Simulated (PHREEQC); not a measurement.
0.014 g of hydrous ferric oxide (600 m²/g; 0.2 weak and 0.005 strong sites per Fe, Dzombak-Morel constants, diffuse double layer) in 1 kg of water with 0.05 mol/kgw of an inert sodium salt and 1.1e-06 mol MgCl2, at 25 °C; the pH is set by adding NaOH or the inert anion's acid. O2 is buffered at 0.21 atm. CO2 from the air is kept out. Nothing may precipitate in this run.

Equilibrium calculation in PHREEQC: ion-association model, wateq4f.dat.

Predict surface charge σ (C/m²), surface potential ψ (mV) at pH = 7.5, 10, 11, 12.


```csv
pH,surface charge σ (C/m²),surface potential ψ (mV)
7.5,0.017,31
10,-0.070,-87
11,-0.150,-125
12,-0.266,-149
```

Species that the database lacks are ignored.
